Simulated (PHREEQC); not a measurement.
Dissolve 0.043 mol HF, 0.000693 mol NH4F and 0.0002 mol H4SiO4 per kg of water at 75 °C. It is in equilibrium with CO2 at log p = -3.4 (atm). Otherwise closed; pH follows from the charge balance.

The numbers come from PHREEQC with the ion-association model, wateq4f.dat.

This is a speciation only: nothing precipitates in the calculation.

Problem. Predict the pH, ionic strength.

Solution. pH 2.50; ionic strength 0.00430 mol/kgw.

Problem. In which forms is F present?

Solution. HF 85 %, F- 7.3 %, SiF6-2 2.7 %, HF2- 2.4 %, H2F2 2.3 % of the F.

Constants without temperature data keep their 25 °C values here. SiF6-2 is the database's only silicon fluoride.
